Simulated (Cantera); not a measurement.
# Si₂Cl₆ + H₂ + CH₄ (silicon epitaxy and polysilicon growth)

Feed: 1 mol Si₂Cl₆, 130 mol H₂, 0.0034 mol CH₄, at 1.33 mbar.

Cantera equilibrium calculation (NASA polynomials, part measured and part estimated; ideal gas, pure solids and liquids). Candidate condensed phases: C, C₆H₆, C₇H₈, C₈H₁₈, Si, SiC; 109 gas species. The feed counts by its element totals alone. Mutual solubility and eutectic melting of coexisting phases are not modelled. The tables' values for SiCl₃ are old estimates; treat these amounts as uncertain. The numbers say what is thermodynamically allowed, not how fast it happens.

From 948 K to 1348 K the condensed part is Si(s) + SiC(s). The main Si-bearing gas is SiCl₄ at 948 K and SiCl₂ at 1348 K. The share of Si in condensed phases is highest at 1148 K (75.8 %) and lowest at 948 K (51.6 %).

| T (K) | x H₂ | x HCl | x SiCl₄ | x SiCl₂ | x SiHCl₃ | x SiCl₃ | x H | x SiH₂Cl₂ | n Si(s) | n SiC(s) |
|---|---|---|---|---|---|---|---|---|---|---|
| 948 | 0.974 | 0.0188 | 0.00524 | 0.000550 | 0.00122 | 0.000292 | 1.42e-8 | 2.90e-5 | 1.03 | 0.00339 |
| 998 | 0.968 | 0.0261 | 0.00328 | 0.00119 | 0.000844 | 0.000398 | 5.80e-8 | 2.34e-5 | 1.24 | 0.00339 |
| 1048 | 0.963 | 0.0323 | 0.00155 | 0.00202 | 0.000472 | 0.000413 | 2.08e-7 | 1.64e-5 | 1.40 | 0.00339 |
| 1098 | 0.960 | 0.0359 | 0.000546 | 0.00272 | 0.000213 | 0.000325 | 6.64e-7 | 9.91e-6 | 1.49 | 0.00339 |
| 1148 | 0.959 | 0.0372 | 0.000166 | 0.00317 | 8.58e-5 | 0.000218 | 1.92e-6 | 5.56e-6 | 1.51 | 0.00340 |
| 1198 | 0.959 | 0.0375 | 5.03e-5 | 0.00345 | 3.46e-5 | 0.000140 | 5.10e-6 | 3.11e-6 | 1.51 | 0.00340 |
| 1248 | 0.959 | 0.0374 | 1.62e-5 | 0.00366 | 1.46e-5 | 9.07e-5 | 1.25e-5 | 1.79e-6 | 1.49 | 0.00340 |
| 1298 | 0.959 | 0.0372 | 5.63e-6 | 0.00384 | 6.55e-6 | 6.02e-5 | 2.87e-5 | 1.07e-6 | 1.48 | 0.00340 |
| 1348 | 0.959 | 0.0370 | 2.11e-6 | 0.00400 | 3.10e-6 | 4.10e-5 | 6.20e-5 | 6.66e-7 | 1.46 | 0.00340 |
x: gas mole fraction; n: condensed amount in mol.
